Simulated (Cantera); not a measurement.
Feed: 1 mol SiH4, 1.1 mol CO2, at 577 °C and 29000 Pa.

Cantera equilibrium calculation (NASA polynomials, part measured and part estimated; ideal gas, pure solids and liquids). Candidate condensed phases: C, C6H6, C7H8, C8H18, H2O, Si, SiC, SiO2; 123 gas species. Equilibrium is a limit: real reactors are often held back by kinetics, nucleation or transport.

### Question
What is the equilibrium state?

### Answer
```json
{
 "x(H2)": "0.789",
 "x(CH4)": "0.112",
 "x(H2O)": "0.0565",
 "x(CO)": "0.0351",
 "x(CO2)": "0.00768",
 "n(C(graphite))": "0.810 mol",
 "n(SiO2(β-quartz))": "1.00 mol",
 "gas_amount": "1.870 mol",
 "log10 activity of Si(s) (absent)": "-19.52"
}
```
